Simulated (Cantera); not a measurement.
Feed: 1 mol Mg(OH)₂, 1.9 mol H₂, 1.4 mol CO₂, equilibrated at 5.63 Torr.

Method: chemical equilibrium by Gibbs-energy minimisation in Cantera with the NASA 1993 tables (ideal gas, pure condensed phases). Candidate condensed phases: C, C₆H₆, C₇H₈, C₈H₁₈, H₂O, Mg, MgCO₃, MgO, Mg(OH)₂; 116 gas species. The numbers say what is thermodynamically allowed, not how fast it happens. All values below are at 2050 K.

Base state: H₂O 0.451, CO 0.222, H₂ 0.209, CO₂ 0.100, H 0.0120, OH 0.00282, Mg 0.00189, O 0.000117 (mole fractions); condensed: MgO(s).

Task: What changes in the equilibrium state with this change: CO₂ from 1.4 to 2.6 mol?

Result: 
| species | before | after |
|---|---|---|
| H₂O | 0.451 | 0.421 |
| CO | 0.222 | 0.245 |
| CO₂ | 0.100 | 0.225 |
| H₂ | 0.209 | 0.0962 |
| H | 0.0120 | 0.00813 |
| Mg | 0.00189 | 0.000930 |
| O₂ | 0.000108 | 0.000444 |
| O | 0.000117 | 0.000237 |
| MgOH | 9.49e-5 | 6.43e-5 |
| OH | 0.00282 | 0.00388 |
| Mg(OH)₂ | 2.62e-5 | 2.44e-5 |
| MgO(s), mol | 0.991 | 0.994 |

Task: What changes in the equilibrium state with this change: pressure from 5.63 Torr to 38.3 Torr?

Result: 
| species | before | after |
|---|---|---|
| H₂O | 0.451 | 0.455 |
| CO | 0.222 | 0.224 |
| H₂ | 0.209 | 0.214 |
| H | 0.0120 | 0.00465 |
| CO₂ | 0.100 | 0.100 |
| Mg | 0.00189 | 0.000281 |
| O₂ | 0.000108 | 1.54e-5 |
| O | 0.000117 | 1.69e-5 |
| MgO(s), mol | 0.991 | 0.999 |

Task: What changes in the equilibrium state with this change: H₂ from 1.9 to 8.3 mol?

Result: 
| species | before | after |
|---|---|---|
| H₂ | 0.209 | 0.618 |
| H₂O | 0.451 | 0.221 |
| CO | 0.222 | 0.119 |
| CO₂ | 0.100 | 0.00893 |
| Mg | 0.00189 | 0.0114 |
| H | 0.0120 | 0.0206 |
| O₂ | 0.000108 | 2.96e-6 |
| MgH | 1.20e-6 | 1.24e-5 |
| O | 0.000117 | 1.93e-5 |
| OH | 0.00282 | 0.000805 |
| Mg(OH)₂ | 2.62e-5 | 1.28e-5 |
| MgO(s), mol | 0.991 | 0.873 |
The tables' values for MgH are old estimates; treat these amounts as uncertain.
